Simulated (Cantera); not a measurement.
Feed: 1 mol Si2Cl6, 56 mol N2, at 2000 K and 3.68 Torr.

Cantera equilibrium calculation (NASA polynomials, part measured and part estimated; ideal gas, pure solids and liquids). Candidate condensed phases: Si, Si3N4; 13 gas species. The feed counts by its element totals alone. The tables' values for SiCl3, SiCl are old estimates; treat these amounts as uncertain. Kinetics and transport are ignored.

Base state: N2 0.934, Cl 0.0325, SiCl2 0.0322, SiCl3 0.000973, SiCl 0.000132, Si 3.38e-5, SiCl4 3.38e-5 (mole fractions); condensed: gas only.

Q: What changes in the equilibrium state with this change: temperature from 2000 K to 950 K?

A: 
```
species          before    after
-------------  --------  -------
N2                0.934    0.974
SiCl4           3.38e-5   0.0262
SiCl3          0.000973  1.90e-5
Cl               0.0325  6.05e-9
SiCl2            0.0322  4.59e-7
SiCl           0.000132    <1e-9
Si              3.38e-5    <1e-9
Si3N4(s), mol         0    0.167
```
N2 is the only nitrogen source here; it is nearly inert below about 1500 K, so the nitride shown seldom forms there in practice. The tables' values for SiCl3 are old estimates; treat these amounts as uncertain.

Q: What changes in the equilibrium state with this change: pressure from 3.68 Torr to 75.0 Torr?

A: 
| species | before | after |
|---|---|---|
| N2 | 0.934 | 0.947 |
| SiCl2 | 0.0322 | 0.0224 |
| Cl | 0.0325 | 0.0190 |
| Si | 3.38e-5 | 1.66e-7 |
| SiCl4 | 3.38e-5 | 0.00334 |
| SiCl | 0.000132 | 7.74e-6 |
| SiCl3 | 0.000973 | 0.00807 |
The tables' values for SiCl3 are old estimates; treat these amounts as uncertain.

Q: What changes in the equilibrium state with this change: Si2Cl6 replaced by SiF4?

A: 
```json
[
 {"species": "N2", "before": "0.934", "after": "0.982"},
 {"species": "SiF4", "before": "0", "after": "0.0172"},
 {"species": "F", "before": "0", "after": "0.000331"},
 {"species": "Cl", "before": "0.0325", "after": "0"},
 {"species": "SiCl2", "before": "0.0322", "after": "0"},
 {"species": "SiCl3", "before": "0.000973", "after": "0"},
 {"species": "SiF3", "before": "0", "after": "0.000328"},
 {"species": "SiCl", "before": "0.000132", "after": "0"},
 {"species": "Si", "before": "3.38e-5", "after": "<1e-9"},
 {"species": "SiCl4", "before": "3.38e-5", "after": "0"}
]
```
The tables' values for SiF3 are old estimates; treat these amounts as uncertain.
